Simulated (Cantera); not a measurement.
Charge: 1 mol Si3N4, 0.13 mol N2O, 30 mol H2, held at 41.3 Torr.

Equilibrium computed with Cantera from the NASA thermochemical tables; the gas is ideal and each condensed phase is pure. Candidate condensed phases: H2O, Si, SiO2, Si2N2O, Si3N4; 35 gas species. Gases not in the tables: Si2H6 and higher silanes. Equilibrium is a limit: real reactors are often held back by kinetics, nucleation or transport. All values below are at 1850 K.

Base state: H2 0.928, N2 0.0659, SiO 0.00402, H 0.00221, Si 0.000117, SiH2 3.91e-5, SiH 2.63e-5 (mole fractions); condensed: Si(l).

Problem. What changes in the equilibrium state with this change: N2O from 0.13 to 0.016 mol?

Solution. 
| species | before | after |
|---|---|---|
| H2 | 0.928 | 0.934 |
| N2 | 0.0659 | 0.0629 |
| H | 0.00221 | 0.00222 |
| SiO | 0.00402 | 0.000499 |
| SiH2 | 3.91e-5 | 3.94e-5 |
| SiH | 2.63e-5 | 2.64e-5 |
| Si | 0.000117 | 0.000117 |
| Si(l), mol | 2.86 | 2.98 |
